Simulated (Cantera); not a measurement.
## Thermodynamics of boron, boron nitride and boron oxide, feed B2H6 + NH3 + H2O

Charge: 1 mol B2H6, 0.43 mol NH3, a varied amount of H2O, equilibrated at 1125 K and 510 Torr.

Method: chemical equilibrium by Gibbs-energy minimisation in Cantera with the NASA 1993 tables (ideal gas, pure condensed phases). Candidate condensed phases: B, BN, B2O3, B3O3H3, H2O; 39 gas species. The feed counts by its element totals alone. Mutual solubility and eutectic melting of coexisting phases are not modelled. Gases not in the tables: H3BO3. Equilibrium is a limit: real reactors are often held back by kinetics, nucleation or transport.

```
n(H2O) (mol)   x H2    x H2O    x N2  x B3O3H3  x (HBO2)3    x HBO2     x NH3   n B(s)  n BN(s)  n B2O3(l)
------------  -----  -------  ------  --------  ---------  --------  --------  -------  -------  ---------
2.3           0.995  1.86e-7  <1e-12   0.00545   1.04e-12   1.39e-7  2.08e-11  0.00431    0.430      0.734
3.5           0.903   0.0676  0.0292  1.87e-11   0.000227   8.35e-5   2.77e-5        0        0      0.997
4.7           0.777    0.197  0.0251  2.39e-12    0.00113  0.000143   2.05e-5        0        0      0.985
5.9           0.681    0.294  0.0220    <1e-12    0.00207  0.000174   1.58e-5        0        0      0.969
7.1           0.607    0.370  0.0196    <1e-12    0.00292  0.000195   1.25e-5        0        0      0.951
8.3           0.547    0.431  0.0177    <1e-12    0.00367  0.000211   1.02e-5        0        0      0.932
9.4           0.502    0.477  0.0162    <1e-12    0.00427  0.000222   8.56e-6        0        0      0.914
11            0.448    0.532  0.0145    <1e-12    0.00503  0.000234   6.82e-6        0        0      0.886
12            0.420    0.561  0.0136    <1e-12    0.00544  0.000241   5.99e-6        0        0      0.869
```
x: gas mole fraction; n: condensed amount in mol.

At 2.3 mol H2O the condensed part is B(s) + BN(s) + B2O3(l). From 3.5 mol H2O to 12 mol H2O the condensed part is B2O3(l). The share of B in condensed phases is highest at 3.5 mol H2O (99.7 %) and lowest at 12 mol H2O (86.9 %).
